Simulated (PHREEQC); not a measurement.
# Acid mine or pickling water: an equilibrium model

Model water analysis in mg/L, 75 °C, pH 2.15, pe 10:

```tsv
constituent	mg/L
Na	1540
K	72
Ca	258
Mg	207
Cl	1000
S(6) as SO4	4510
Al	7.67
Zn	1.08
Pb	124
```

Cl is adjusted to close the charge balance.
Valence states are taken as typed.

Computed with PHREEQC (ion-association model, phreeqc.dat).

No solid was allowed to form.

Q: Estimate the ionic strength, specific conductance, density.

A: ionic strength 0.119 mol/kgw; specific conductance 25100 µS/cm; density 0.981 g/cm³.

Q: In which forms is Na present?

A: Na+ 96 %, NaSO4- 3.6 % of the Na.

The solution is supersaturated, for example in Anglesite, so a real one may precipitate; this is no full list. At this temperature some constants are extrapolated from 25 °C, and those without enthalpy data are left unchanged.
